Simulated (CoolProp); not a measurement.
Model: reference Helmholtz-energy equation of state, Lemmon 2022, in CoolProp.

Q: Give the vapour pressure (MPa), liquid density (kg/m³), vapour density (kg/m³), enthalpy of vaporisation (kJ/kg) of saturated R1234yf at 66.05, 72.95, 86.75 °C.

A: 
```tsv
T (°C)	p (MPa)	liquid density (kg/m³)	vapour density (kg/m³)	enthalpy of vaporisation (kJ/kg)
66.05	1.88	907	118	102
72.95	2.18	863	144	91.8
86.75	2.89	741	231	62.0
```
